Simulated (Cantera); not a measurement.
A closed system holds: 1 mol CuO, 14 mol H2, 9.6 mol H2O, at 150 Pa.

These are equilibrium values from Cantera (NASA tables, ideal gas, pure condensed phases), not measurements of a reactor. Candidate condensed phases: Cu, CuO, Cu(OH)2, Cu2O, H2O; 12 gas species. Equilibrium is a limit: real reactors are often held back by kinetics, nucleation or transport. All values below are at 1225 K.

Base state: H2 0.551, H2O 0.449, Cu 1.61e-5 (mole fractions); condensed: Cu(s).

Task: What changes in the equilibrium state with this change: CuO replaced by PbO?

Result: 
```
species      before   after
----------  -------  ------
H2            0.551   0.528
H2O           0.449   0.431
Pb                0  0.0406
Cu          1.61e-5       0
Cu(s), mol    1.000       0
```
Further candidate phases: Pb, PbO, PbO2, Pb3O4.
